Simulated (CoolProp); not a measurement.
A single-stage vapour-compression cycle with the fluid: evaporating at 312.15 K (dew point), condensing at 348.15 K (bubble point), superheat 2 K, subcooling 5 K, compressor efficiency 0.85, no pressure losses. The same conditions are run with several fluids, on thermodynamics alone (safety and materials aside).

Model: reference Helmholtz-energy equation of state of each fluid (benzene: Thol 2012; methanol: de Reuck 1993; isohexane: Lemmon 2006; R124: de Vries 1995; R407C: Lemmon 2003; ammonia: Gao 2020), in CoolProp. Blends and air are pseudo-pure fits.

Rank benzene, methanol, isohexane, R124, R407C, ammonia by cooling COP, highest first.

benzene (6.88), methanol (6.80), isohexane (6.53), ammonia (6.28), R124 (6.01), R407C (4.58)

```json
[
 {"fluid": "benzene", "pressure ratio": "3.69", "discharge temperature (K)": "360.5", "refrigerating effect (kJ/kg)": "369", "volumetric capacity (kJ/m³)": "261"},
 {"fluid": "methanol", "pressure ratio": "4.46", "discharge temperature (K)": "409.7", "refrigerating effect (kJ/kg)": "1070", "volumetric capacity (kJ/m³)": "457"},
 {"fluid": "isohexane", "pressure ratio": "3.24", "discharge temperature (K)": "348.2", "refrigerating effect (kJ/kg)": "268", "volumetric capacity (kJ/m³)": "444"},
 {"fluid": "R124", "pressure ratio": "2.45", "discharge temperature (K)": "349.9", "refrigerating effect (kJ/kg)": "102", "volumetric capacity (kJ/m³)": "3570"},
 {"fluid": "R407C", "pressure ratio": "2.52", "discharge temperature (K)": "366.7", "refrigerating effect (kJ/kg)": "113", "volumetric capacity (kJ/m³)": "7360"},
 {"fluid": "ammonia", "pressure ratio": "2.45", "discharge temperature (K)": "392.1", "refrigerating effect (kJ/kg)": "952", "volumetric capacity (kJ/m³)": "11000"}
]
```

The compression ends wet for: isohexane.
